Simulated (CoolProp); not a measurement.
1-butene at several states: fugacity coefficient from the reference equation and from simpler models built on Tc = 419.3 K, pc = 40.06 bar, ω = 0.192; each cubic takes its own stable root.

Values from CoolProp's reference Helmholtz-energy equation of state, Lemmon 2005. It is a short technical equation, of lower accuracy than the large ones.

```csv
T (K),p (bar),phase,reference
334,0.171,gas,0.9969
304.4,3.78,liquid,0.8626
456.5,0.123,gas,0.9992
495.6,56.9,supercritical,0.7379
264.7,1.52,liquid,0.5907
211.7,3.01,liquid,0.02032
```

How far does each simpler model (Redlich-Kwong, Soave-Redlich-Kwong) lie from the reference over these 6 states: mean and median of the absolute difference, and the worst?


- Redlich-Kwong: mean 20.9 %, median 4.0 %, worst +70.7 % at 211.7 K and 3.01 bar
- Soave-Redlich-Kwong: mean 0.8 %, median 0.7 %, worst +1.9 % at 495.6 K and 56.9 bar

At some of these states Redlich-Kwong gives the other phase, because its saturation line lies elsewhere.
